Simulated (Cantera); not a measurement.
# Moist CO burnout

An isothermal, constant-pressure homogeneous reactor starts with 0.192 % CO, 2.50 % O2, 0.952 % H2O, 96.2 % N2, 0.183 % CH4, equivalence ratio 0.18, at 1223 K and 5.00 bar.

Computed with Cantera and GRI-Mech 3.0 (53 species, 325 reactions).

```csv
t (s),x CO,x O2,x H2O,x H2,x HO2
1.00e-6,0.00192,0.0250,0.00952,<1e-12,1.70e-11
4.35e-6,0.00192,0.0250,0.00952,<1e-12,7.52e-11
1.89e-5,0.00192,0.0250,0.00952,5.75e-12,3.34e-10
8.23e-5,0.00192,0.0250,0.00952,4.87e-11,1.46e-9
0.000358,0.00192,0.0250,0.00952,4.49e-10,5.93e-9
0.00156,0.00192,0.0250,0.00952,7.75e-9,2.30e-8
0.00678,0.00192,0.0250,0.00953,4.05e-7,1.61e-7
0.0295,0.00143,0.0211,0.0132,9.46e-6,5.12e-6
0.128,1.89e-5,0.0204,0.0132,1.05e-7,1.23e-7
0.558,3.91e-8,0.0204,0.0132,1.30e-9,2.06e-9
2.43,3.54e-10,0.0204,0.0132,8.49e-10,1.63e-9
10.6,3.51e-10,0.0204,0.0132,8.44e-10,1.63e-9
46.0,3.51e-10,0.0204,0.0132,8.44e-10,1.63e-9
200,3.51e-10,0.0204,0.0132,8.44e-10,1.63e-9
```
x: mole fraction; the columns are a selection and need not sum to one.

Equilibrium at this temperature and pressure: CO 3.51e-10, O2 0.0204, H2O 0.0132, H2 8.45e-10, HO2 1.63e-9 (gas phase only).
